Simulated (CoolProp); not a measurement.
Vapour-liquid equilibrium of R113 (1) + n-hexane (2) at 0.525 bar; x and y are mole fractions of (1).

The numbers come from the multi-fluid Helmholtz-energy mixture model, Marx 1992 and Thol 2019; pair parameters Bell 2016 in CoolProp.

Task: Give the bubble temperature and the first vapour's composition at x = 0.05, 0.35, 0.5. Is there an azeotrope?

Result: x = 0.05: 320.0 K, y = 0.123; x = 0.35: 311.0 K, y = 0.552; x = 0.5: 308.2 K, y = 0.677. No azeotrope shows between x = 0.05 and 0.95.

Pair parameters are fitted to limited data, so mixtures are less certain than the pure fluids.
